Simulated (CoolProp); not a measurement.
Vapour-liquid equilibrium of R22 (1) + c-C4F8 (RC318) (2) at 53.95 °C; x and y are mole fractions of (1).

The numbers come from the multi-fluid Helmholtz-energy mixture model, Kamei 1995 and Platzer 1990; pair parameters Bell 2016 in CoolProp. This equation is an older, rougher fit; its heat capacities, sound speeds and derivatives of the liquid may be far off and weren't checked against measurements.

Q: Give the bubble pressure and the first vapour's composition at x = 0.05, 0.725, 0.875. Is there an azeotrope?

A: x = 0.05: 0.7612 MPa, y = 0.093; x = 0.725: 1.894 MPa, y = 0.841; x = 0.875: 2.042 MPa, y = 0.913. No azeotrope shows between x = 0.05 and 0.95.

The pair parameters rest on a limited set of measurements; away from them the model extrapolates. The gap from Raoult's law changes sign with composition, which may be real or a fault of the pair parameters; it wasn't checked against measurements.
